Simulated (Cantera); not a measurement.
Gas mixture: H2O : N2 : C2H4 : C2H6 = 0.81 : 0.33 : 0.34 : 0.73 (molar parts), at 0.705 Torr, frozen composition.

Cantera's kinetic-theory transport with the Lennard-Jones parameters of GRI-Mech 3.0, ideal gas; thermal conductivity in the multicomponent form. Polar gases are described roughly by these parameters. The composition is frozen, though it would react at the higher temperatures.

One state of this run: ρ (kg/m³) = 0.000202; cp (J/kg/K) = 3422; μ (µPa s) = 40.6; λ (mW/m/K) = 180; Pr = 0.770; D (cm²/s) C2H2 = 2430; D (cm²/s) H2 = 10300; D (cm²/s) OH = 4390. D: mixture-averaged diffusion coefficient of that species in the mixture.

**Question.** Which value of T (K) does it belong to?
A. 400
B. 1400
C. 1000
D. 600

**Answer.** B, 1400
